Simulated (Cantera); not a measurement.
A perfectly stirred reactor is fed with CH3OH : O2 : N2 = 1 : 1.36 : 7.5 (molar parts), equivalence ratio 1.1, at 110000 Pa; it is adiabatic with a 325 K inlet, and is followed from long to short residence time, starting on the burning branch (τ in s: 0.15, 0.067, 0.031, 0.014, 0.0063, 0.0029, 0.0013, 0.00059, 0.00027, 0.00012, 5.5e-05, 2.5e-05, 1.1e-05).

Detailed kinetics in Cantera: GRI-Mech 3.0 (53 species, 325 reactions). GRI-Mech 3.0 was tuned for natural gas; its chemistry of methanol as a main component is partial and can be far from experiment.

x: mole fraction; the columns are a selection and need not sum to one.

```csv
τ (s),T (K),x CH3OH,x O2,x OH,x C2H,x C2H4
0.15,1881,1.49e-6,0.000622,0.00113,<1e-12,7.61e-12
0.067,1870,(withheld),(withheld),(withheld),<1e-12,1.64e-11
0.031,1855,3.91e-6,0.00171,0.00191,<1e-12,4.14e-11
0.014,1834,6.49e-6,0.00264,0.00238,<1e-12,1.25e-10
0.0063,1806,1.11e-5,0.00386,0.00285,2.66e-12,4.26e-10
0.0029,1774,(withheld),(withheld),0.00326,9.45e-12,(withheld)
0.0013,1736,3.62e-5,0.00714,0.00354,3.58e-11,6.19e-9
0.00059,1694,7.38e-5,0.00958,0.00358,1.29e-10,2.78e-8
0.00027,1635,0.000183,0.0140,0.00311,3.89e-10,1.59e-7
0.00012,325,0.101,0.138,<1e-12,<1e-12,<1e-12
5.5e-5,325,0.101,0.138,<1e-12,<1e-12,<1e-12
2.5e-5,325,0.101,0.138,<1e-12,<1e-12,<1e-12
1.1e-5,325,0.101,0.138,<1e-12,<1e-12,<1e-12
```

Problem. Some entries are withheld; supply them.

Solution. 
- 0.067, x CH3OH: 2.43e-6
- 0.067, x O2: 0.00107
- 0.067, x OH: 0.00149
- 0.0029, x CH3OH: 1.92e-5
- 0.0029, x O2: 0.00531
- 0.0029, x C2H4: 1.52e-9
